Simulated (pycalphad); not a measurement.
Computed with pycalphad from the COST 507 light-alloy database (1999), at 1 atm. These are 1990s assessments: newer ones move some temperatures and phases. Amounts are mole fractions of atoms.

Question: Give the equilibrium state of Ti-11.36Hf-0.24B (at.%) at 1050 K.

Answer: hcp, fraction 0.997, with 11.4 Hf, 0.11 B at.%; BM, fraction 0.003, with 0.78 Hf, 50.0 B at.%.

Question: Give the equilibrium state of Ti-11.36Hf-0.24B (at.%) at 1550 K.

Answer: 
```
T = 1550.00 K, P = 101325 Pa, N = 1 mol of atoms
G = -93809 J/mol, H = 42599 J/mol, S = 88.01 J/(mol K)  (SER reference)
chemical potentials (J/mol): Ti -88019, Hf -136777, B -192628
phase             fraction      x(Ti)      x(Hf)       x(B)
BCC_A2              0.9986     0.8845     0.1137     0.0017
BM                  0.0014     0.4881     0.0119     0.5000
```

Database names, with the compositions (at.%) that they take in these runs: BM: Ti 49 B 50 Hf 0. BCC_A2 is bcc.
